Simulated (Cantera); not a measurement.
**Diamond growth**

A diamond (100) surface in a fixed gas of H2 with x(CH4) = 0.0055, x(H) = 0.004, x(CH3) = 0.0003, at 950 K; coverages are run to steady state.

Cantera simulation using the Harris–Goodwin 1993 mechanism for the reconstructed diamond (100) surface; the numbers are that mechanism's predictions, not measurements.

```tsv
P (Pa)	growth (µm/h)	θ c6HH	θ c6H*	θ c6*H	θ c6**	θ c6HM
660	0.702	0.608	0.0133	0.316	0.00616	0.0432
1200	1.33	0.607	0.0133	0.315	0.00615	0.0449
2100	2.37	0.606	0.0133	0.315	0.00614	0.0458
3900	4.46	0.605	0.0133	0.315	0.00614	0.0464
7000	8.05	0.605	0.0133	0.315	0.00614	0.0467
13000	15.0	0.605	0.0133	0.314	0.00614	0.0469
23000	26.6	0.605	0.0134	0.314	0.00615	0.0471
41000	47.6	0.605	0.0135	0.314	0.00616	0.0471
```
θ: site fractions in the mechanism's names (c6HH fully hydrogenated, c6H* and c6*H radical sites, c6** diradical, c6HM methylated).
